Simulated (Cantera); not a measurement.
**Diamond growth**

A diamond (100) surface in a fixed gas of H2 with x(CH4) = 0.0059, x(H) = 0.015, at 925 K, 40.5 Torr; coverages are run to steady state.

Model: the Harris–Goodwin 1993 mechanism for the reconstructed diamond (100) surface, integrated in Cantera.

```tsv
x(CH3)	growth (µm/h)	θ c6HH	θ c6H*	θ c6*H	θ c6**	θ c6HM
1e-06	0.0196	0.667	0.0124	0.315	0.00549	5.03e-5
2.6e-06	0.0510	0.667	0.0124	0.315	0.00549	0.000131
6.8e-06	0.133	0.667	0.0124	0.314	0.00549	0.000342
1.8e-05	0.353	0.667	0.0124	0.314	0.00548	0.000905
4.6e-05	0.900	0.666	0.0123	0.314	0.00547	0.00231
0.00012	2.34	0.662	0.0123	0.312	0.00544	0.00599
0.00031	5.96	0.655	0.0121	0.308	0.00536	0.0153
0.00081	15.0	0.635	0.0118	0.299	0.00515	0.0386
0.0021	35.9	0.590	0.0109	0.277	0.00468	0.0922
```
θ: site fractions in the mechanism's names (c6HH fully hydrogenated, c6H* and c6*H radical sites, c6** diradical, c6HM methylated).
